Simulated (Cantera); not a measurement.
A perfectly stirred reactor is fed with CH4 : O2 : N2 = 1 : 2.67 : 10 (molar parts), equivalence ratio 0.75, at 0.320 bar; it is adiabatic with a 750 K inlet, and is followed from long to short residence time, starting on the burning branch (τ in s: 0.076, 0.041, 0.022, 0.012, 0.0061, 0.0033, 0.0017, 0.00093, 0.00049, 0.00026, 0.00014, 7.4e-05, 4e-05).

Computed with Cantera and GRI-Mech 3.0 (53 species, 325 reactions).

x: mole fraction; the columns are a selection and need not sum to one.

| τ (s) | T (K) | x CH4 | x O2 | x NO | x CH2 | x H2O2 | x N2O | x O |
|---|---|---|---|---|---|---|---|---|
| 0.076 | 2189 | 5.22e-6 | 0.0495 | 0.00108 | 1.43e-7 | 5.69e-8 | ? | 0.00173 |
| 0.041 | 2171 | 8.43e-6 | 0.0501 | 0.000688 | 2.28e-7 | 5.67e-8 | ? | 0.00215 |
| 0.022 | 2144 | 1.33e-5 | 0.0509 | 0.000424 | 3.45e-7 | 5.95e-8 | ? | 0.00279 |
| 0.012 | 2110 | 2.07e-5 | 0.0518 | 0.000255 | 4.96e-7 | 6.63e-8 | ? | 0.00364 |
| 0.0061 | 2063 | 3.44e-5 | 0.0530 | 0.000141 | 7.21e-7 | 7.93e-8 | ? | 0.00483 |
| 0.0033 | 2015 | 5.59e-5 | 0.0543 | 8.33e-5 | 1.00e-6 | 9.65e-8 | ? | 0.00604 |
| 0.0017 | 1960 | 9.82e-5 | 0.0558 | 4.92e-5 | 1.45e-6 | 1.21e-7 | ? | 0.00734 |
| 0.00093 | 1910 | 0.000171 | 0.0575 | 3.19e-5 | 2.10e-6 | 1.49e-7 | ? | 0.00834 |
| 0.00049 | 1859 | 0.000325 | 0.0600 | 2.06e-5 | 3.31e-6 | 1.85e-7 | ? | 0.00895 |
| 0.00026 | 1808 | 0.000668 | 0.0639 | 1.34e-5 | 5.75e-6 | 2.29e-7 | ? | 0.00868 |
| 0.00014 | 1750 | 0.00160 | 0.0714 | 8.17e-6 | 1.17e-5 | 2.91e-7 | ? | 0.00685 |
| 7.4e-5 | 750 | 0.0732 | 0.195 | <1e-12 | <1e-12 | <1e-12 | <1e-12 | <1e-12 |
| 4.0e-5 | 750 | 0.0732 | 0.195 | <1e-12 | <1e-12 | <1e-12 | <1e-12 | <1e-12 |

Q: Complete the blanks.

A: 
- 0.076, x N2O: 1.58e-7
- 0.041, x N2O: 1.44e-7
- 0.022, x N2O: 1.27e-7
- 0.012, x N2O: 1.10e-7
- 0.0061, x N2O: 9.38e-8
- 0.0033, x N2O: 8.22e-8
- 0.0017, x N2O: 7.26e-8
- 0.00093, x N2O: 6.60e-8
- 0.00049, x N2O: 6.04e-8
- 0.00026, x N2O: 5.50e-8
- 0.00014, x N2O: 4.63e-8
